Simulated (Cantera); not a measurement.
An isothermal, constant-pressure homogeneous reactor starts with 2.94 % CH₄, 97.1 % N₂, at 1825 K and 1.00 bar.

Computed with Cantera and GRI-Mech 3.0 (53 species, 325 reactions). GRI-Mech 3.0 stops at C3 and has no aromatics, soot or wall deposition, so with more carbon than oxygen in the feed, carbon stays in small species such as C2H2 where larger ones or solid carbon would form.

x: mole fraction; the columns are a selection and need not sum to one.

```tsv
t (s)	x CH₄	x CH₂	x CH₃	x C₂H₆	x C₂H₄
0.000500	0.0257	…	0.000964	0.000101	0.000972
0.00172	0.0151	…	0.000637	4.22e-5	0.00104
0.00595	0.00654	…	0.000267	6.96e-6	0.000126
0.0205	0.00213	…	8.95e-5	7.57e-7	2.18e-5
0.0707	0.000615	…	2.63e-5	6.45e-8	1.24e-5
0.244	0.000178	…	7.67e-6	5.59e-9	1.19e-5
0.841	6.46e-5	…	2.79e-6	8.57e-10	1.19e-5
2.90	4.91e-5	5.22e-9	2.12e-6	5.53e-10	1.19e-5
10.0	4.88e-5	5.18e-9	2.10e-6	5.47e-10	1.19e-5
```

Problem. What belongs in the gaps?

Solution. 
- 0.000500, x CH₂: 1.46e-6
- 0.00172, x CH₂: 1.22e-6
- 0.00595, x CH₂: 5.62e-7
- 0.0205, x CH₂: 2.07e-7
- 0.0707, x CH₂: 6.35e-8
- 0.244, x CH₂: 1.88e-8
- 0.841, x CH₂: 6.86e-9
